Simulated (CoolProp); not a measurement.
R507A at 385.94 K and 2.62 MPa is throttled through a valve to 1.69 MPa with no heat exchange. Each further row changes one setting.

Model: reference Helmholtz-energy equation of state, Lemmon 2003, in CoolProp. It is a pseudo-pure fit of the blend.

```json
[
 {"case": "as stated", "temperature change (K)": "?", "final density (kg/m³)": "?"},
 {"case": "outlet pressure 0.507 MPa", "temperature change (K)": "?", "final density (kg/m³)": "?"},
 {"case": "outlet pressure 2.2 MPa", "temperature change (K)": "-3.6", "final density (kg/m³)": "?"}
]
```

Problem. Some entries are withheld; supply them.

Solution. 
- as stated, temperature change (K): -7.9
- as stated, final density (kg/m³): 60.8
- outlet pressure 0.507 MPa, temperature change (K): -18.3
- outlet pressure 0.507 MPa, final density (kg/m³): 17.1
- outlet pressure 2.2 MPa, final density (kg/m³): 81.4
